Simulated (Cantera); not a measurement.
Cantera with NASA thermochemical tables; ideal gases at 1 bar, condensed phases pure. Values are per mole of reaction as written; species without (g) are pure solids or liquids, kept so even where they would boil at 1 bar.

4 TiO(g) + 3 O(g) = Ti4O7, with ΔH° = -4369.6 kJ and ΔS° = -1218.2 J/K at 300 K.

**Question.** How far is the shortcut ΔG° ≈ ΔH°(300 K) − T·ΔS°(300 K) from the full temperature-dependent value at 1450, 1600, 1750, 1900, 2050, 2200, 2350 K?

**Answer.** 
| T (K) | shortcut (kJ) | full (kJ) | difference (kJ) | difference in log10 K | condensed phases |
|---|---|---|---|---|---|
| 1450 | -2603.2 | -2663.9 | 60.6 | -2.18 | Ti4O7(s) |
| 1600 | -2420.5 | -2496.6 | 76.0 | -2.48 | Ti4O7(s) |
| 1750 | -2237.8 | -2330.6 | 92.8 | -2.77 | Ti4O7(s) |
| 1900 | -2055.1 | -2165.8 | 110.8 | -3.05 | Ti4O7(s) |
| 2050 | -1872.3 | -2014.0 | 141.7 | -3.61 | Ti4O7(l) |
| 2200 | -1689.6 | -1869.6 | 180.0 | -4.27 | Ti4O7(l) |
| 2350 | -1506.9 | -1726.7 | 219.8 | -4.89 | Ti4O7(l) |
The shortcut ignores heat capacities and the phase changes listed.
